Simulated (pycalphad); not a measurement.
All values are pycalphad results on the COST 507 light-alloy database (1999) (1 atm), not direct measurements. The data set is of 1999 and partly superseded. Amounts are mole fractions of atoms. Kinetics are ignored, which matters at the lower temperatures.

**Question.** Give the equilibrium state of Mg-3.03Al-0.39Si (at.%) at 457 °C.

**Answer.** 
```
T = 730.00 K, P = 101325 Pa, N = 1 mol of atoms
G = -30360 J/mol, H = 11789 J/mol, S = 57.74 J/(mol K)  (SER reference)
chemical potentials (J/mol): Mg -29859, Al -40393, Si -76437
phase             fraction      x(Mg)      x(Al)      x(Si)
HCP_A3              0.9883     0.9693     0.0307    8.1e-07
MG2SI               0.0117     0.6667       none     0.3333
```

**Question.** Give the equilibrium state of Mg-3.03Al-0.39Si (at.%) at 177 °C.

**Answer.** 
```
T = 450.00 K, P = 101325 Pa, N = 1 mol of atoms
G = -15971 J/mol, H = 3821 J/mol, S = 43.98 J/(mol K)  (SER reference)
chemical potentials (J/mol): Mg -15629, Al -19848, Si -70437
phase             fraction      x(Mg)      x(Al)      x(Si)
HCP_A3              0.9669     0.9778     0.0222   1.15e-11
ALMG_GAMMA          0.0214     0.5865     0.4135       none
MG2SI               0.0117     0.6667       none     0.3333
```

Database names, with the compositions (at.%) that they take in these runs: MG2SI: Mg 67 Si 33; ALMG_GAMMA: Mg 59 Al 41. HCP_A3 is hcp. An entry "none" or "no" means that the model of the phase leaves that element out.
